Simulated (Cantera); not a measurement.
A perfectly stirred reactor is fed with 4.70 % CH₄, 20.0 % O₂, 75.3 % N₂, equivalence ratio 0.47, at 100000 Pa; it is adiabatic with a 773 K inlet, and is followed from long to short residence time, starting on the burning branch (τ in s: 0.071, 0.034, 0.016, 0.0075, 0.0035, 0.0017, 0.00079, 0.00037, 0.00018, 8.3e-05, 3.9e-05, 1.9e-05, 8.8e-06).

Cantera simulation using GRI-Mech 3.0 (53 species, 325 reactions); the numbers are that mechanism's predictions, not measurements.

### Question
Predict: blow-out, bracketed by the residence times tried; x(CH₄) at τ = 71.0 ms; x(O₂) at τ = 71.0 ms; x(H) at τ = 71.0 ms; x(CO) at τ = 71.0 ms; x(N₂O) at τ = 71.0 ms; x(CH₄) at τ = 0.790 ms; x(O₂) at τ = 0.790 ms; x(H) at τ = 0.790 ms; x(CO) at τ = 0.790 ms; x(N₂O) at τ = 0.790 ms.

### Answer
```json
{
  "blow_out_bracketed_by_the_residence_times_tried": "burning at 0.180 ms, out at 83.0 µs",
  "x(CH₄) at τ = 71.0 ms": "1.06e-5",
  "x(O₂) at τ = 71.0 ms": "0.106",
  "x(H) at τ = 71.0 ms": "1.63e-5",
  "x(CO) at τ = 71.0 ms": "0.000307",
  "x(N₂O) at τ = 71.0 ms": "5.17e-7",
  "x(CH₄) at τ = 0.790 ms": "0.000208",
  "x(O₂) at τ = 0.790 ms": "0.108",
  "x(H) at τ = 0.790 ms": "0.000834",
  "x(CO) at τ = 0.790 ms": "0.00577",
  "x(N₂O) at τ = 0.790 ms": "5.01e-7"
}
```
